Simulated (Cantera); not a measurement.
Charge: 1 mol Fe, 0.034 mol Cl₂, at 1450 K and 0.0500 bar.

Method: chemical equilibrium by Gibbs-energy minimisation in Cantera with the NASA 1993 tables (ideal gas, pure condensed phases). Candidate condensed phases: Fe, FeCl₂, FeCl₃; 8 gas species. The numbers say what is thermodynamically allowed, not how fast it happens.

Base state: FeCl₂ 0.997, Fe₂Cl₄ 0.00288, FeCl₃ 0.000230, Cl 4.16e-5 (mole fractions); condensed: Fe(γ).

What changes in the equilibrium state with this change: temperature from 1450 K to 1275 K?


```
species       before     after
----------  --------  --------
FeCl₂          0.997     0.986
Fe₂Cl₄       0.00288    0.0139
FeCl₃       0.000230  0.000327
Cl           4.16e-5   4.09e-6
Fe(γ), mol     0.966     0.966
```
